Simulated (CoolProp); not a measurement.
Model: reference Helmholtz-energy equation of state, Tillner-Roth 1997, in CoolProp.

For CH2F2 (R32), give the phase and the cv (kJ/(kg K)) at 205.2 K and 0.155 MPa; 384.8 K and 2.89 MPa; 376.7 K and 0.0108 MPa.


- 205.2 K and 0.155 MPa: liquid; cv 0.952
- 384.8 K and 2.89 MPa: gas; cv 0.887
- 376.7 K and 0.0108 MPa: gas; cv 0.790
